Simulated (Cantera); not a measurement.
Input (Python, Cantera) and output of one run.

```python
import numpy as np
import cantera as ct

gas_names = [...]  # 123 gases of nasa_gas.yaml made of C, H, O, Si
cond_names = """
    C(gr) C6H6(L) C7H8(L) C8H18(L),n-octa H2O(s) H2O(L) Si(cr) Si(L) SiC(b) SiO2(Lqz) SiO2(hqz) SiO2(L)
""".split()


# ... load() reads the species with a 1 bar reference pressure and builds the phases ...
atoms = {
    'TEOS': {'Si': 1, 'C': 8, 'H': 20, 'O': 4},
    'CO2': {'C': 1, 'O': 2},
    'H2': {'H': 2},
}
top_T = {'C(gr)': 4500, 'SiC(b)': 3050}  # K; cautious upper limits of use, not melting points


# ... equilibrate(T, P, feed) seeds the gas with the atoms and calls Mixture.equilibrate('TP', solver="vcs", rtol=1e-11, max_steps=5000) ...
results = []
feed = {'TEOS': 1, 'CO2': 1.1, 'H2': 23}  # mol
P = 25  # Pa
for T in [998, 1073, 1148, 1223, 1298, 1373, 1448, 1523, 1598, 1673, 1748, 1823]:
    mix = equilibrate(T, P, feed)
    results.append((T, P, feed, dict(zip(mix.species_names, mix.species_moles))))
    x = sorted(zip(gas.X, gas.species_names), reverse=True)
    print(f"T = {T:g} K  P = {P:g} Pa  gas = {mix.phase_moles(0):.4g} mol")
    print("   x: " + "  ".join(f"{s} {v:.3e}" for v, s in x if v > 0.001))
    print("   condensed (mol): " + ("  ".join(f"{mix.phase(i).name} {mix.phase_moles(i):.4g}"
          for i in range(1, mix.n_phases) if mix.phase_moles(i) > 1e-12) or "none"))
```

Output:

```
T = 998 K  P = 25 Pa  gas = 37.2 mol
   x: H2 8.871e-01  CO 1.129e-01
   condensed (mol): C(gr) 4.9  SiO2(hqz) 1
T = 1073 K  P = 25 Pa  gas = 37.2 mol
   x: H2 8.871e-01  CO 1.129e-01
   condensed (mol): C(gr) 4.9  SiO2(hqz) 1
T = 1148 K  P = 25 Pa  gas = 37.2 mol
   x: H2 8.871e-01  CO 1.129e-01
   condensed (mol): C(gr) 4.9  SiO2(hqz) 0.9997
T = 1223 K  P = 25 Pa  gas = 39.2 mol
   x: H2 8.418e-01  CO 1.581e-01
   condensed (mol): C(gr) 1.906  SiC(b) 0.9971
T = 1298 K  P = 25 Pa  gas = 39.2 mol
   x: H2 8.418e-01  CO 1.580e-01
   condensed (mol): C(gr) 1.909  SiC(b) 0.9954
T = 1373 K  P = 25 Pa  gas = 39.2 mol
   x: H2 8.417e-01  CO 1.580e-01
   condensed (mol): C(gr) 1.913  SiC(b) 0.9932
T = 1448 K  P = 25 Pa  gas = 39.21 mol
   x: H2 8.413e-01  CO 1.579e-01
   condensed (mol): C(gr) 1.919  SiC(b) 0.9903
T = 1523 K  P = 25 Pa  gas = 39.23 mol
   x: H2 8.406e-01  CO 1.577e-01  H 1.340e-03
   condensed (mol): C(gr) 1.926  SiC(b) 0.9866
T = 1598 K  P = 25 Pa  gas = 39.26 mol
   x: H2 8.390e-01  CO 1.575e-01  H 3.084e-03
   condensed (mol): C(gr) 1.934  SiC(b) 0.982
T = 1673 K  P = 25 Pa  gas = 39.33 mol
   x: H2 8.357e-01  CO 1.571e-01  H 6.584e-03
   condensed (mol): C(gr) 1.943  SiC(b) 0.9759
T = 1748 K  P = 25 Pa  gas = 39.46 mol
   x: H2 8.295e-01  CO 1.564e-01  H 1.316e-02
   condensed (mol): C(gr) 1.956  SiC(b) 0.9661
T = 1823 K  P = 25 Pa  gas = 39.71 mol
   x: H2 8.184e-01  CO 1.552e-01  H 2.479e-02
   condensed (mol): C(gr) 1.978  SiC(b) 0.9436
```

Cantera equilibrium calculation (NASA polynomials, part measured and part estimated; ideal gas, pure solids and liquids). The feed counts by its element totals alone. The tables hold silica as quartz up to 1696 K and as liquid above; real silica turns to tridymite and cristobalite and melts near 1996 K.
